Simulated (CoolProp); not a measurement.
Saturation properties of 1-butene.

The numbers come from the reference Helmholtz-energy equation of state, Lemmon 2005 in CoolProp. It is a short technical equation, of lower accuracy than the large ones.

```tsv
T (K)	p (kPa)	vapour density (kg/m³)	enthalpy of vaporisation (kJ/kg)	liquid cp (kJ/(kg K))
318	520.9	12.66	337.2	2.424
320.5	556.1	13.50	334.0	2.440
323.1	594.5	14.41	330.7	2.457
325.6	633.3	15.34	327.4	2.474
328.2	675.6	16.36	324.0	2.493
330.7	718.1	17.39	320.6	2.511
333.3	764.5	18.52	317.0	2.531
335.8	811.1	19.67	313.4	2.551
338.4	861.8	20.92	309.7	2.572
340.9	912.7	22.19	306.0	2.594
343.5	967.9	23.57	302.1	2.617
346	1023	24.98	298.2	2.640
348.6	1083	26.52	294.1	2.665
```

It boils at 266.8 K under 1 atm.
